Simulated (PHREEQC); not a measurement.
KOH is added in steps, without added water, to 1 kg of water holding 0.24 mol KH2PO4, 0.0014 mol HCl and 0.016 mol ZnSO4, at 25 °C. Oxygen is held at 0.21 atm. No CO2 enters from the air. Only these solids could form: Zn(OH)2-e, Zn4(OH)6SO4, Zn5(OH)8Cl2, Zn3(PO4)2:4w, Goslarite.

Base run: PHREEQC, ion-association model, wateq4f.dat. Each further column changes one thing. The table gives H2PO4- (mol/kgw).

```json
[
 {"KOH added (mol)": "0", "base": "0.237", "0.11 mol/kgw CuSO4 added": "0.198", "ZnSO4 from 0.016 to 0.024 mol/kgw": "0.236", "HCl replaced by CuCl2 at the same molality": "0.236", "no solid may form": "0.238"},
 {"KOH added (mol)": "0.031", "base": "0.221", "0.11 mol/kgw CuSO4 added": "0.191", "ZnSO4 from 0.016 to 0.024 mol/kgw": "0.223", "HCl replaced by CuCl2 at the same molality": "0.220", "no solid may form": "0.210"},
 {"KOH added (mol)": "0.062", "base": "0.190", "0.11 mol/kgw CuSO4 added": "0.184", "ZnSO4 from 0.016 to 0.024 mol/kgw": "0.195", "HCl replaced by CuCl2 at the same molality": "0.189", "no solid may form": "0.179"},
 {"KOH added (mol)": "0.093", "base": "0.159", "0.11 mol/kgw CuSO4 added": "0.177", "ZnSO4 from 0.016 to 0.024 mol/kgw": "0.164", "HCl replaced by CuCl2 at the same molality": "0.158", "no solid may form": "0.148"},
 {"KOH added (mol)": "0.124", "base": "0.128", "0.11 mol/kgw CuSO4 added": "0.170", "ZnSO4 from 0.016 to 0.024 mol/kgw": "0.133", "HCl replaced by CuCl2 at the same molality": "0.127", "no solid may form": "0.117"},
 {"KOH added (mol)": "0.155", "base": "0.0968", "0.11 mol/kgw CuSO4 added": "0.162", "ZnSO4 from 0.016 to 0.024 mol/kgw": "0.102", "HCl replaced by CuCl2 at the same molality": "0.0964", "no solid may form": "0.0862"},
 {"KOH added (mol)": "0.186", "base": "0.0659", "0.11 mol/kgw CuSO4 added": "0.139", "ZnSO4 from 0.016 to 0.024 mol/kgw": "0.0712", "HCl replaced by CuCl2 at the same molality": "0.0654", "no solid may form": "0.0553"},
 {"KOH added (mol)": "0.217", "base": "0.0350", "0.11 mol/kgw CuSO4 added": "0.108", "ZnSO4 from 0.016 to 0.024 mol/kgw": "0.0403", "HCl replaced by CuCl2 at the same molality": "0.0345", "no solid may form": "0.0246"},
 {"KOH added (mol)": "0.248", "base": "0.00420", "0.11 mol/kgw CuSO4 added": "0.0772", "ZnSO4 from 0.016 to 0.024 mol/kgw": "0.00942", "HCl replaced by CuCl2 at the same molality": "0.00376", "no solid may form": "0.00239"},
 {"KOH added (mol)": "0.279", "base": "0.000118", "0.11 mol/kgw CuSO4 added": "0.0463", "ZnSO4 from 0.016 to 0.024 mol/kgw": "0.000159", "HCl replaced by CuCl2 at the same molality": "0.000156", "no solid may form": "0.000119"},
 {"KOH added (mol)": "0.31", "base": "1.42e-5", "0.11 mol/kgw CuSO4 added": "0.0154", "ZnSO4 from 0.016 to 0.024 mol/kgw": "2.90e-5", "HCl replaced by CuCl2 at the same molality": "1.50e-5", "no solid may form": "1.60e-5"}
]
```

The ionic strength passes 0.7 mol/kgw, the rough limit of the ion-association models, in part of: base; ZnSO4 from 0.016 to 0.024 mol/kgw; HCl replaced by CuCl2 at the same molality; no solid may form. H3PO4, which wateq4f.dat lacks, is added to it with the constant of phreeqc.dat. The database has no phosphate complexes of Zn. The database has no phosphate complexes of Cu, Zn. The database's constant for dissolved Cu(OH)2 is higher than later reviews accept. In at least one series the solution becomes supersaturated in solids that the run did not let form, among them Zn(OH)2-e, Zn4(OH)6SO4, Zn5(OH)8Cl2, Zn3(PO4)2:4w. Solids allowed in the column '0.11 mol/kgw CuSO4 added': Cu(OH)2, Brochantite, Antlerite, Atacamite, Cu3(PO4)2:3H2O, Zn(OH)2-e, Zn4(OH)6SO4, Zn5(OH)8Cl2, Zn3(PO4)2:4w, Chalcanthite, Goslarite. Solids allowed in the column 'HCl replaced by CuCl2 at the same molality': Cu(OH)2, Brochantite, Antlerite, Atacamite, Cu3(PO4)2:3H2O, Zn(OH)2-e, Zn4(OH)6SO4, Zn5(OH)8Cl2, Zn3(PO4)2:4w, Chalcanthite, Goslarite.
